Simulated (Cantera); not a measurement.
A perfectly stirred reactor is fed with H2 : O2 : N2 = 0.83 : 1 : 7.5 (molar parts), at 518 Torr; it is held at 1325 K, and followed from long to short residence time.

Detailed kinetics in Cantera: GRI-Mech 3.0 (53 species, 325 reactions). The temperature is held fixed by assumption; the heat of reaction is taken as removed at once.

**Question.** Predict: x(H2) at τ = 5.10 s; x(O2) at τ = 5.10 s; x(NO2) at τ = 5.10 s; x(H) at τ = 5.10 s; x(OH) at τ = 5.10 s; x(H2) at τ = 0.110 s; x(O2) at τ = 0.110 s; x(NO2) at τ = 0.110 s; x(H) at τ = 0.110 s; x(OH) at τ = 0.110 s.

**Answer.** 
- x(H2) at τ = 5.10 s = 1.55e-5
- x(O2) at τ = 5.10 s = 0.0656
- x(NO2) at τ = 5.10 s = 1.47e-8
- x(H) at τ = 5.10 s = 4.33e-7
- x(OH) at τ = 5.10 s = 9.85e-5
- x(H2) at τ = 0.110 s = 0.000197
- x(O2) at τ = 0.110 s = 0.0656
- x(NO2) at τ = 0.110 s = 3.93e-9
- x(H) at τ = 0.110 s = 2.04e-5
- x(OH) at τ = 0.110 s = 0.000351
